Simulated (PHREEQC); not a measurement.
Consider water at 25 °C with 0.19 mol H2SO4, 0.00011 mol Al2(SO4)3 and 0.14 mol MgSO4 per kg of water. Closed to the air; pH follows from the charge balance.

All values are PHREEQC results (ion-association model, phreeqc.dat), not measurements.

Each row changes one thing in this solution. Precipitation was switched off in this run.

```csv
case,pH,ionic strength (mol/kgw),HSO4- (mol/kgw),SO4-2 (mol/kgw),Al(SO4)2- (mol/kgw),Al+3 (mol/kgw),SI of Gibbsite (Al(OH)3)
as made,0.89,0.465,0.211,0.0582,5.33e-5,2.58e-5,-11.08
0.26 mol/kgw LiBr added,[?],0.750,0.198,0.0646,4.85e-5,3.21e-5,-11.15
MgSO4 replaced by Fe2(SO4)3 at the same molality,1.07,0.615,0.194,0.0921,7.07e-5,1.86e-5,-10.73
H2SO4 from 0.19 to 0.095 mol/kgw,1.21,[?],0.111,0.0580,5.91e-5,2.17e-5,-10.14
0.0039 mol/kgw Ca(OH)2 added,0.90,0.466,[?],0.0591,5.41e-5,2.54e-5,-11.05
```

Question: What belongs in the gaps?

Answer: 
- 0.26 mol/kgw LiBr added, pH: 0.86
- H2SO4 from 0.19 to 0.095 mol/kgw, ionic strength (mol/kgw): 0.359
- 0.0039 mol/kgw Ca(OH)2 added, HSO4- (mol/kgw): 0.208

The ionic strength passes 0.7 mol/kgw, the rough limit of the ion-association models, in 0.26 mol/kgw LiBr added. Some of these states are supersaturated (in Hematite (slow to form), Goethite (slow to form), for instance).
